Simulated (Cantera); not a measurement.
Feed: 1 mol SiF4, 0.35 mol CH4, 29 mol H2, at 1250 K and 1.33 mbar.

Method: chemical equilibrium by Gibbs-energy minimisation in Cantera with the NASA 1993 tables (ideal gas, pure condensed phases). Candidate condensed phases: C, C6H6, C7H8, C8H18, Si, SiC; 113 gas species. The tables' values for SiF3, SiF2 are old estimates; treat these amounts as uncertain. Rates play no part.

Base state: H2 0.964, SiF4 0.0303, HF 0.00467, SiF3 0.00102, SiHF3 0.000354, SiF2 3.28e-5, CH4 1.36e-5, H 1.30e-5 (mole fractions); condensed: C(graphite) + SiC(s).

**Question.** What changes in the equilibrium state with this change: SiF4 replaced by CH3SiH3?

**Answer.** 
| species | before | after |
|---|---|---|
| H2 | 0.964 | 1.000 |
| CH4 | 1.36e-5 | 1.47e-5 |
| H | 1.30e-5 | 1.32e-5 |
| SiF4 | 0.0303 | 0 |
| HF | 0.00467 | 0 |
| SiF3 | 0.00102 | 0 |
| SiHF3 | 0.000354 | 0 |
| C(graphite), mol | 0.325 | 0.350 |
| SiC(s), mol | 0.0248 | 1.00 |
The feed counts by its element totals alone.

**Question.** What changes in the equilibrium state with this change: temperature from 1250 K to 2500 K?

**Answer.** 
```
species            before    after
----------------  -------  -------
H                 1.30e-5    0.453
H2                  0.964    0.433
HF                0.00467   0.0883
Si                  <1e-9   0.0174
SiF4               0.0303  3.21e-7
SiF                 <1e-9  0.00230
SiC2                <1e-9  0.00185
C(graphite), mol    0.325        0
SiC(s), mol        0.0248        0
```
The tables' values for SiF, SiF2, SiF3 are old estimates; treat these amounts as uncertain.

**Question.** What changes in the equilibrium state with this change: SiF4 replaced by (CH3)2SiCl2?

**Answer.** 
```tsv
species	before	after
H2	0.964	0.941
HCl	0	0.0593
SiCl2	0	2.12e-5
SiF4	0.0303	0
HF	0.00467	0
SiF3	0.00102	0
SiHF3	0.000354	0
SiF2	3.28e-5	0
CH4	1.36e-5	1.30e-5
C(graphite), mol	0.325	1.35
SiC(s), mol	0.0248	0.999
```
The feed counts by its element totals alone.
